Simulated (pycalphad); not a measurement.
An equivalent pycalphad script:

```python
from pycalphad import Database, equilibrium, calculate, variables as v
import numpy as np
db = Database('COST507.tdb')
comps = ['TI', 'HF', 'B', 'VA']
phases = ['B2M', 'B2TI', 'B4M3', 'B4TI3', 'BCC_A2', 'BETA_RHOMBO_B', 'BM', 'BTI', 'HCP_A3', 'LIQUID']
eq = equilibrium(db, comps, phases, {v.X('HF'): 0.0036, v.X('B'): 0.0108, v.T: np.arange(2850, 499, -100), v.P: 101325, v.N: 1}, output=['HM', 'SM'])
```

CALPHAD calculation (pycalphad, COST 507 light-alloy database (1999)), 1 atm. The data set is of 1999 and partly superseded. Amounts are mole fractions of atoms. Diffusion is slow at the low end, where real alloys seldom reach equilibrium.

Results at three of the temperatures:

```
T = 2650.00 K, P = 101325 Pa, N = 1 mol of atoms
G = -197445 J/mol, H = 101565 J/mol, S = 112.83 J/(mol K)  (SER reference)
chemical potentials (J/mol): Ti -195474, Hf -365787, B -321211
phase             fraction      x(Ti)      x(Hf)       x(B)
LIQUID              1.0000     0.9856     0.0036     0.0108
```

```
T = 2550.00 K, P = 101325 Pa, N = 1 mol of atoms
G = -186250 J/mol, H = 96953 J/mol, S = 111.06 J/(mol K)  (SER reference)
chemical potentials (J/mol): Ti -184307, Hf -348074, B -309613
phase             fraction      x(Ti)      x(Hf)       x(B)
LIQUID              1.0000     0.9856     0.0036     0.0108
```

```
T = 1450.00 K, P = 101325 Pa, N = 1 mol of atoms
G = -79743 J/mol, H = 37041 J/mol, S = 80.54 J/(mol K)  (SER reference)
chemical potentials (J/mol): Ti -78207, Hf -167884, B -190532
phase             fraction      x(Ti)      x(Hf)       x(B)
BCC_A2              0.9818     0.9946     0.0037     0.0017
BM                  0.0182     0.4997   0.000268     0.5000
```

Changes of the phase set, refined by bisection:

| T (K) | phases above | phases below |
|---|---|---|
| 1917.1 | LIQUID | BCC_A2 + LIQUID |
| 1814.0 | BCC_A2 + LIQUID | BCC_A2 + BM |
| 1153.4 | BCC_A2 + BM | BCC_A2 + BM + HCP_A3 |
| 1152.4 | BCC_A2 + BM + HCP_A3 | BM + HCP_A3 |

Database names, with the compositions (at.%) that they take in these runs: BM: Ti 50 B 50. BCC_A2 is bcc; HCP_A3 is hcp.
